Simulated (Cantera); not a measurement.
Feed: 1 mol Si, a varied amount of F2, 2.6 mol N2, equilibrated at 600 °C and 3.10 Pa.

These are equilibrium values from Cantera (NASA tables, ideal gas, pure condensed phases), not measurements of a reactor. Candidate condensed phases: Si, Si3N4; 16 gas species. N2 is the only nitrogen source here; it is nearly inert below about 1500 K, so the nitride shown seldom forms there in practice. The numbers say what is thermodynamically allowed, not how fast it happens.

log p: log10 of the partial pressure in bar; n: condensed amount in mol.

| n(F2) (mol) | log p N2 | log p F | log p SiF4 | log p F2 | log p SiF3 | log p NF3 | n Si3N4(s) |
|---|---|---|---|---|---|---|---|
| 0.68 | -4.57 | <-16 | -5.38 | <-16 | -9.68 | <-16 | 0.220 |
| 1.3 | -4.61 | <-16 | -5.18 | <-16 | -9.53 | <-16 | 0.117 |
| 2 | -4.65 | <-16 | -5.06 | <-16 | <-16 | <-16 | 0 |
| 2.7 | -4.79 | -5.07 | -5.21 | -6.88 | <-16 | (withheld) | 0 |
| 3.3 | -4.88 | -4.90 | -5.30 | -6.54 | <-16 | (withheld) | 0 |
| 4 | -4.97 | -4.81 | -5.38 | -6.35 | <-16 | (withheld) | 0 |
| 4.7 | -5.04 | -4.75 | -5.45 | -6.24 | <-16 | (withheld) | 0 |
| 5.3 | -5.09 | -4.72 | -5.51 | -6.17 | <-16 | (withheld) | 0 |
| 6 | -5.15 | -4.69 | -5.56 | -6.12 | <-16 | -11.16 | 0 |
| 6.7 | -5.20 | -4.67 | -5.61 | -6.08 | <-16 | -11.12 | 0 |
| 7.3 | -5.23 | -4.66 | -5.65 | -6.05 | <-16 | -11.10 | 0 |
| 8 | -5.27 | -4.64 | -5.69 | -6.02 | <-16 | -11.08 | 0 |
| 8.7 | -5.31 | -4.63 | -5.73 | -6.00 | <-16 | -11.07 | 0 |

Question: What belongs in the gaps?

Answer: 
- 2.7, log p NF3: -12.12
- 3.3, log p NF3: -11.66
- 4, log p NF3: -11.41
- 4.7, log p NF3: -11.28
- 5.3, log p NF3: -11.21
